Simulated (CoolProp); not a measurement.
A single-stage vapour-compression cycle with the fluid: evaporating at 201.15 K (dew point), condensing at 261.15 K (bubble point), superheat 0 K, subcooling 8 K, compressor efficiency 0.7, no pressure losses. The same conditions are run with several fluids, on thermodynamics alone (safety and materials aside).

Model: reference Helmholtz-energy equation of state of each fluid (nitrous oxide: Lemmon 2006; R115: Lemmon 2016; C2F6 (R116): Lemmon 2006; R13: Platzer 1990; ethane: Bücker 2006; propane: Lemmon 2009), in CoolProp. The equations of Platzer and Polt are older, rougher fits.

| fluid | cooling COP | pressure ratio | discharge temperature (K) | refrigerating effect (kJ/kg) | volumetric capacity (kJ/m³) |
|---|---|---|---|---|---|
| nitrous oxide | 1.76 | 9.15 | 380.8 | ___ | 1780 |
| R115 | ___ | ___ | 281.6 | 88.7 | 146 |
| C2F6 (R116) | 1.57 | 9.54 | 273.8 | 59.8 | ___ |
| R13 | 1.76 | 8.79 | 305.8 | 93.7 | 1010 |
| ethane | 1.80 | 7.71 | ___ | 324 | 1420 |
| propane | 1.96 | ___ | 320.1 | ___ | ___ |

Question: Fill in the missing entries.

Answer: 
- nitrous oxide, refrigerating effect (kJ/kg): 260
- R115, cooling COP: 1.85
- R115, pressure ratio: 16.8
- C2F6 (R116), volumetric capacity (kJ/m³): 727
- ethane, discharge temperature (K): 325.4
- propane, pressure ratio: 14.9
- propane, refrigerating effect (kJ/kg): 339
- propane, volumetric capacity (kJ/m³): 196
